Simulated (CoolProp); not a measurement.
A single-stage vapour-compression cycle with the fluid: evaporating at 276.15 K (dew point), condensing at 315.15 K (bubble point), superheat 5 K, subcooling 5 K, compressor efficiency 0.6, no pressure losses. The same conditions are run with several fluids, on thermodynamics alone (safety and materials aside).

The numbers come from the reference Helmholtz-energy equation of state of each fluid (chloromethane (R40): Thol 2014; CH2F2 (R32): Tillner-Roth 1997; sulfur dioxide: Gao 2016; neopentane: Lemmon 2006; R407C: Lemmon 2003; R1336mzz(Z): McLinden 2020) in CoolProp. Blends and air are pseudo-pure fits.

```json
[
 {"fluid": "chloromethane (R40)", "cooling COP": "3.73", "pressure ratio": "(withheld)", "discharge temperature (K)": "(withheld)", "refrigerating effect (kJ/kg)": "(withheld)", "volumetric capacity (kJ/m³)": "2320"},
 {"fluid": "CH2F2 (R32)", "cooling COP": "3.42", "pressure ratio": "2.91", "discharge temperature (K)": "373.6", "refrigerating effect (kJ/kg)": "253", "volumetric capacity (kJ/m³)": "5940"},
 {"fluid": "sulfur dioxide", "cooling COP": "3.72", "pressure ratio": "3.81", "discharge temperature (K)": "420.4", "refrigerating effect (kJ/kg)": "334", "volumetric capacity (kJ/m³)": "1670"},
 {"fluid": "neopentane", "cooling COP": "3.69", "pressure ratio": "3.59", "discharge temperature (K)": "(withheld)", "refrigerating effect (kJ/kg)": "251", "volumetric capacity (kJ/m³)": "639"},
 {"fluid": "R407C", "cooling COP": "3.01", "pressure ratio": "3.59", "discharge temperature (K)": "(withheld)", "refrigerating effect (kJ/kg)": "160", "volumetric capacity (kJ/m³)": "(withheld)"},
 {"fluid": "R1336mzz(Z)", "cooling COP": "(withheld)", "pressure ratio": "4.80", "discharge temperature (K)": "328.1", "refrigerating effect (kJ/kg)": "141", "volumetric capacity (kJ/m³)": "(withheld)"}
]
```

**Question.** Complete the blanks.

**Answer.** 
- chloromethane (R40), pressure ratio: 3.20
- chloromethane (R40), discharge temperature (K): 392.6
- chloromethane (R40), refrigerating effect (kJ/kg): 349
- neopentane, discharge temperature (K): 324.8
- R407C, discharge temperature (K): 355.5
- R407C, volumetric capacity (kJ/m³): 3390
- R1336mzz(Z), cooling COP: 3.74
- R1336mzz(Z), volumetric capacity (kJ/m³): 289
